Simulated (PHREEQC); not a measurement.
Consider water at 25 °C with 0.008 mol NaHSO4 per kg of water. Closed to the air; pH follows from the charge balance.

The numbers come from PHREEQC with the ion-association model, wateq4f.dat.

Problem. The ionic strength comes out as 0.0197 mol/kgw. What activity coefficients do HSO4-, NaSO4-, H+, Na+, SO4-2 get?

Solution. HSO4- 0.87, NaSO4- 0.88, H+ 0.89, Na+ 0.87, SO4-2 0.58.

Precipitation was switched off in this run.
